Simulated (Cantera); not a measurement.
Input: 1 mol SiCl4, a varied amount of H2, at 948.15 K and 51.0 mbar.

These are equilibrium values from Cantera (NASA tables, ideal gas, pure condensed phases), not measurements of a reactor. Candidate condensed phases: Si; 19 gas species. The tables' values for SiCl3 are old estimates; treat these amounts as uncertain. Kinetics and transport are ignored.

log p: log10 of the partial pressure in bar; n: condensed amount in mol.

```tsv
n(H2) (mol)	log p H2	log p SiCl4	log p HCl	log p SiHCl3	log p SiH2Cl2	log p SiCl3	n Si(s)
57	-1.30	-3.26	-3.34	-3.58	-4.88	-4.99	0.0413
160	-1.30	-3.83	-3.47	-4.00	-5.16	-5.41	0.166
270	-1.30	…	-3.56	…	…	-5.66	…
380	-1.30	…	-3.61	…	…	-5.84	…
490	-1.29	-4.59	-3.66	-4.56	-5.54	-5.98	0.434
600	-1.29	-4.75	-3.70	-4.69	-5.62	-6.11	0.498
700	-1.29	-4.89	-3.74	-4.79	-5.69	-6.21	0.549
810	-1.29	-5.03	-3.77	-4.89	-5.76	-6.31	0.597
```

Fill in the missing entries.


- 380, log p SiCl4: -4.39
- 380, log p SiHCl3: -4.42
- 380, log p SiH2Cl2: -5.44
- 380, n Si(s): 0.359
- 270, log p SiCl4: -4.15
- 270, log p SiHCl3: -4.24
- 270, log p SiH2Cl2: -5.32
- 270, n Si(s): 0.271
